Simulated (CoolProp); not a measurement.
The numbers come from the reference Helmholtz-energy equation of state, Thol 2018 in CoolProp.

Task: For hydrogen chloride, give the phase and the isothermal compressibility (1/MPa), expansivity (1/kK) at 299.5 K and 423 bar; 320.3 K and 423 bar.

Result: 
- 299.5 K and 423 bar: liquid; isothermal compressibility 0.00260, expansivity 2.53
- 320.3 K and 423 bar: liquid; isothermal compressibility 0.00339, expansivity 2.81
